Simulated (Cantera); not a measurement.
Feed: 1 mol (CH3)2SiCl2, 0.044 mol CH4, 7 mol H2, at 0.190 bar.

Cantera equilibrium calculation (NASA polynomials, part measured and part estimated; ideal gas, pure solids and liquids). Candidate condensed phases: C, C6H6, C7H8, C8H18, Si, SiC; 109 gas species. The feed counts by its element totals alone. The tables' values for SiCl, SiCl3 are old estimates; treat these amounts as uncertain. Gases not in the tables: Si2H6 and higher silanes. Rates play no part.

Question: At 2223 K, list the 4 most abundant gas species with their mole fractions, and the condensed phases.

Answer: H2 0.812, HCl 0.162, H 0.0132, SiCl2 0.00705. Condensed: C(graphite) + SiC(s).
